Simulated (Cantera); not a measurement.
Charge: 1 mol Ti, 2.1 mol O₂, held at 1523.15 K and 0.250 bar.

These are equilibrium values from Cantera (NASA tables, ideal gas, pure condensed phases), not measurements of a reactor. Candidate condensed phases: Ti, TiO, TiO₂, Ti₂O₃, Ti₃O₅, Ti₄O₇; 6 gas species. The numbers say what is thermodynamically allowed, not how fast it happens.

Base state: O₂ 1.000, O 1.11e-5 (mole fractions); condensed: TiO₂(rutile).

Question: What changes in the equilibrium state with this change: Ti replaced by TiCl₄?

Answer: 
```json
[
 {"species": "Cl₂", "before": "0", "after": "0.560"},
 {"species": "O₂", "before": "1.000", "after": "0.337"},
 {"species": "Cl", "before": "0", "after": "0.102"},
 {"species": "TiCl₄", "before": "0", "after": "0.000718"},
 {"species": "ClO", "before": "0", "after": "0.000707"},
 {"species": "O", "before": "1.11e-5", "after": "6.42e-6"},
 {"species": "TiO₂(rutile), mol", "before": "1.00", "after": "0.998"}
]
```
Further candidate phases: TiCl₂, TiCl₃, TiCl₄.
